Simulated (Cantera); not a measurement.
Charge: 1 mol Al2O3, 920 mol H2, held at 640000 Pa.

Method: chemical equilibrium by Gibbs-energy minimisation in Cantera with the NASA 1993 tables (ideal gas, pure condensed phases). Candidate condensed phases: Al, Al2O3, H2O; 19 gas species. The numbers say what is thermodynamically allowed, not how fast it happens. All values below are at 1602 °C.

Base state: H2 1.000, H 0.000259, H2O 1.66e-5 (mole fractions); condensed: Al2O3(s).

**Question.** What changes in the equilibrium state with this change: Al2O3 replaced by Ta2O5?

**Answer.** 
```csv
species,before,after
H2,1.000,0.999
H2O,1.66e-5,0.00102
H,0.000259,0.000259
"Al2O3(s), mol",0.994,0
"Ta(s), mol",0,0.375
"Ta2O5(s), mol",0,0.813
```
Mutual solubility and eutectic melting of coexisting phases are not modelled. Condensed phases not in the tables: N, O or C dissolved in the metal. Further candidate phases: Ta, Ta2O5.
